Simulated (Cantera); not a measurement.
Feed: 1 mol PbO, a varied amount of H2, 5.7 mol N2, equilibrated at 300 °C and 1.00 bar.

Cantera equilibrium calculation (NASA polynomials, part measured and part estimated; ideal gas, pure solids and liquids). Candidate condensed phases: H2O, Pb, PbO, PbO2, Pb3O4; 27 gas species. The numbers say what is thermodynamically allowed, not how fast it happens.

**Question.** At 1.5 mol H2, list the 4 most abundant gas species with their mole fractions, and the condensed phases.

**Answer.** N2 0.792, H2O 0.139, H2 0.0679, NH3 0.00106. Condensed: Pb(s).
